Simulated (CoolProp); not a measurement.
Vapour-liquid equilibrium of carbonyl sulfide (1) + propane (2) at -89.05 °C; x and y are mole fractions of (1).

Model: multi-fluid Helmholtz-energy mixture model, Lemmon 2006 and Lemmon 2009; pair parameters Bell 2016, in CoolProp.

```tsv
x	bubble pressure, mixture model (MPa)	bubble pressure, Raoult's law (MPa)	y, mixture model	y, Raoult's law
0.05	0.007245	0.007114	(withheld)	0.076
0.15	0.007785	0.007500	0.237	0.216
0.25	(withheld)	0.007887	0.354	0.342
0.35	0.008608	0.008274	0.456	0.456
0.45	(withheld)	0.008660	0.550	0.560
0.55	0.009281	0.009047	0.640	0.656
0.65	0.009602	0.009433	(withheld)	0.743
0.75	0.009925	0.009820	0.811	0.824
0.85	(withheld)	0.01021	0.891	0.898
0.95	0.01061	0.01059	0.966	0.967
```

Problem. What belongs in the gaps?

Solution. 
- 0.05, y, mixture model: 0.091
- 0.25, bubble pressure, mixture model (MPa): 0.008226
- 0.45, bubble pressure, mixture model (MPa): 0.008954
- 0.65, y, mixture model: 0.727
- 0.85, bubble pressure, mixture model (MPa): 0.01026

The largest gap from Raoult's law is +4.3 % in bubble pressure, at x = 0.25. No azeotrope shows between x = 0.05 and 0.95.

The pair parameters rest on a limited set of measurements; away from them the model extrapolates.
